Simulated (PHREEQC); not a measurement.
A made-up water analysis in mg/kgw, 45 °C, pH 8.37:

```json
[
 {"constituent": "Na", "mg/kgw": "1820"},
 {"constituent": "K", "mg/kgw": "2.09"},
 {"constituent": "Ca", "mg/kgw": "352"},
 {"constituent": "Mg", "mg/kgw": "136"},
 {"constituent": "Cl", "mg/kgw": "2720"},
 {"constituent": "S(6) as SO4", "mg/kgw": "1470"},
 {"constituent": "Alkalinity as HCO3", "mg/kgw": "5.97"},
 {"constituent": "B", "mg/kgw": "0.209"}
]
```

Cl is adjusted to close the charge balance.
Valence states are taken as typed.

All values are PHREEQC results (Pitzer model, pitzer.dat), not measurements.

This is a speciation only: nothing precipitates in the calculation.

### Question
What specific conductance, osmotic coefficient, density does the model give?

### Answer
specific conductance 15900 µS/cm; osmotic coefficient 0.882; density 0.995 g/cm³.

### Question
In which forms is B present?

### Answer
B(OH)3 82 %, B(OH)4- 16 %, CaB(OH)4+ 1.6 %, MgB(OH)4+ 0.6 % of the B.

At this temperature some constants are extrapolated from 25 °C, and those without enthalpy data are left unchanged.
